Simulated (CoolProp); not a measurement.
Vapour-liquid equilibrium of isohexane (1) + n-heptane (2) at 0.162 MPa; x and y are mole fractions of (1).

Model: multi-fluid Helmholtz-energy mixture model, Lemmon 2006 and Span 2003; pair parameters Bell 2016, in CoolProp.

Give the bubble temperature and the first vapour's composition at x = 0.125, 0.65, 0.725. Is there an azeotrope?

x = 0.125: 381.1 K, y = 0.269; x = 0.65: 359.1 K, y = 0.841; x = 0.725: 356.7 K, y = 0.884. No azeotrope shows between x = 0.05 and 0.95.

The pair parameters rest on a limited set of measurements; away from them the model extrapolates.
